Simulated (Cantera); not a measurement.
A closed system holds: 1 mol SiHCl₃, 1.4 mol HCl, 42 mol N₂, at 1550 K and 100000 Pa.

Equilibrium computed with Cantera from the NASA thermochemical tables; the gas is ideal and each condensed phase is pure. Candidate condensed phases: NH₄Cl, Si, Si₃N₄; 28 gas species. The tables' values for SiCl₃ are old estimates; treat these amounts as uncertain. Kinetics and transport are ignored.

Base state: N₂ 0.936, HCl 0.0430, SiCl₄ 0.00980, H₂ 0.00528, SiCl₃ 0.00326, SiCl₂ 0.00301, SiHCl₃ 0.000148, Cl 1.49e-5 (mole fractions); condensed: Si₃N₄(s).

### Question
What changes in the equilibrium state with this change: temperature from 1550 K to 1573.15 K?

### Answer
```
species         before    after
-------------  -------  -------
N₂               0.936    0.935
HCl             0.0430   0.0428
SiCl₄          0.00980  0.00903
SiCl₂          0.00301  0.00396
Cl             1.49e-5  1.89e-5
SiCl₃          0.00326  0.00369
Si₃N₄(s), mol   0.0917   0.0824
```

### Question
What changes in the equilibrium state with this change: HCl from 1.4 to 0.99 mol?

### Answer
```json
[
 {"species": "N₂", "before": "0.936", "after": "0.944"},
 {"species": "HCl", "before": "0.0430", "after": "0.0369"},
 {"species": "SiCl₄", "before": "0.00980", "after": "0.00937"},
 {"species": "H₂", "before": "0.00528", "after": "0.00396"},
 {"species": "SiHCl₃", "before": "0.000148", "after": "0.000124"},
 {"species": "SiCl₃", "before": "0.00326", "after": "0.00315"},
 {"species": "SiCl₂", "before": "0.00301", "after": "0.00294"},
 {"species": "Si₃N₄(s), mol", "before": "0.0917", "after": "0.103"}
]
```

### Question
What changes in the equilibrium state with this change: N₂ from 42 to 9.8 mol?

### Answer
```
species          before    after
-------------  --------  -------
N₂                0.936    0.775
HCl              0.0430    0.137
SiCl₄           0.00980   0.0425
H₂              0.00528   0.0274
SiCl₃           0.00326   0.0101
SiHCl₃         0.000148  0.00105
SiCl₂           0.00301  0.00668
Cl              1.49e-5  2.08e-5
Si₃N₄(s), mol    0.0917   0.0833
```
